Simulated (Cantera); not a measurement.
Adiabatic ignition

An adiabatic, constant-volume homogeneous reactor starts with CH₄ : C₂H₆ : C₃H₈ : O₂ : N₂ = 1 : 0.033 : 0.064 : 4.51 : 17 (molar parts), equivalence ratio 0.54, at 1625 K and 39000 Pa.

Model: GRI-Mech 3.0 (53 species, 325 reactions), integrated in Cantera.

```
t (s)     T (K)  P (bar)   x CH₄    x C₂H₆    x C₃H₈     x CO₂       x H
--------  -----  -------  ------  --------  --------  --------  --------
4.00e-6    1624    0.390  0.0442   0.00144   0.00275   1.53e-8   9.47e-6
9.19e-6    1622    0.389  0.0441   0.00141   0.00263   2.86e-7   1.33e-5
2.11e-5    1620    0.389  0.0437   0.00134   0.00235   3.42e-6   2.06e-5
4.86e-5    1622    0.390  0.0421   0.00123   0.00167   3.92e-5   5.13e-5
0.000112   1762    0.429  0.0282  0.000534  0.000136  0.000759  0.000383
0.000257   2427    0.606  <1e-12    <1e-12    <1e-12    0.0345   0.00986
0.000590   2588    0.640  <1e-12    <1e-12    <1e-12    0.0389   0.00516
0.00136    2644    0.651  <1e-12    <1e-12    <1e-12    0.0409   0.00380
0.00312    2640    0.650  <1e-12    <1e-12    <1e-12    0.0412   0.00367
0.00716    2633    0.647  <1e-12    <1e-12    <1e-12    0.0414   0.00354
0.0165     2629    0.646  <1e-12    <1e-12    <1e-12    0.0415   0.00347
0.0379     2628    0.646  <1e-12    <1e-12    <1e-12    0.0415   0.00346
0.0870     2628    0.646  <1e-12    <1e-12    <1e-12    0.0415   0.00346
0.200      2628    0.646  <1e-12    <1e-12    <1e-12    0.0415   0.00346
```
x: mole fraction; the columns are a selection and need not sum to one.

```json
{
  "time_of_steepest_temperature_rise": "0.137 ms",
  "temperature at 0.200 s": "2628 K",
  "equilibrium_temperature": "2628 K",
  "x(CH₄) at 0.200 s": "<1e-12 (gas-phase equilibrium <1e-12)",
  "x(C₂H₆) at 0.200 s": "<1e-12 (gas-phase equilibrium <1e-12)",
  "x(C₃H₈) at 0.200 s": "<1e-12 (gas-phase equilibrium <1e-12)"
}
```
